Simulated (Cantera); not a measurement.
An isothermal, constant-pressure homogeneous reactor starts with H₂ : O₂ : N₂ = 0.032 : 1 : 1.7 (molar parts), equivalence ratio 0.016, at 900 K and 0.00440 bar. Integrator tolerance rtol = 1e-08.

Cantera simulation using GRI-Mech 3.0 (53 species, 325 reactions); the numbers are that mechanism's predictions, not measurements. Radical loss at walls, strong at low pressure, is not modelled. Below about 950 K walls govern HO2 and H2O2 in real vessels.

Question: What does this change do: temperature 900 to 1398 K?

Answer: 
```tsv
quantity	before	after
x(H₂) at 3.00 s	4.13e-6 (gas-phase equilibrium <1e-12)	6.62e-5 (gas-phase equilibrium 1.30e-7)
x(O₂) at 3.00 s	0.362 (gas-phase equilibrium 0.362)	0.359 (gas-phase equilibrium 0.362)
x(NO) at 3.00 s	1.99e-8 (gas-phase equilibrium 1.09e-5)	4.43e-7 (gas-phase equilibrium 0.000842)
x(NO₂) at 3.00 s	1.13e-11 (gas-phase equilibrium 1.10e-7)	7.99e-12 (gas-phase equilibrium 5.47e-7)
x(H₂O₂) at 3.00 s	4.48e-9 (gas-phase equilibrium <1e-12)	2.96e-9 (gas-phase equilibrium 5.18e-11)
x(O) at 3.00 s	0.000115 (gas-phase equilibrium 4.92e-11)	0.00451 (gas-phase equilibrium 8.37e-6)
```
